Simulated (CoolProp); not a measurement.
A single-stage vapour-compression cycle with the fluid: evaporating at 201.15 K (dew point), condensing at 222.15 K (bubble point), superheat 8 K, subcooling 2 K, compressor efficiency 0.8, no pressure losses. The same conditions are run with several fluids, on thermodynamics alone (safety and materials aside).

Computed with CoolProp (reference Helmholtz-energy equation of state of each fluid (C3F8 (R218): Lemmon 2006; R115: Lemmon 2016; ethylene: Smukala 2000; CH3F (R41): Lemmon 2006; R125: Lemmon 2005; C2F6 (R116): Lemmon 2006)).

```tsv
fluid	cooling COP	pressure ratio	discharge temperature (K)	refrigerating effect (kJ/kg)	volumetric capacity (kJ/m³)
C3F8 (R218)	7.12	3.45	232.6	105	168
R115	7.15	3.29	238.7	125	197
ethylene	6.66	2.15	258.2	392	3310
CH3F (R41)	6.79	2.63	273.7	448	1300
R125	7.10	3.31	244.4	161	299
C2F6 (R116)	6.95	2.56	235.1	101	1170
```
